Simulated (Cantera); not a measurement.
# Si + H2O + H2 (thermal oxidation and active oxidation of silicon)

Charge: 1 mol Si, 0.0082 mol H2O, 42 mol H2, equilibrated at 1125 K and 100 Torr.

Cantera equilibrium calculation (NASA polynomials, part measured and part estimated; ideal gas, pure solids and liquids). Candidate condensed phases: H2O, Si, SiO2; 18 gas species. Mutual solubility and eutectic melting of coexisting phases are not modelled. Rates play no part.

- x(H2) = 1.000
- n(Si(s)) = 0.996 mol
- n(SiO2(β-quartz)) = 0.00409 mol
- gas amount = 42.01 mol
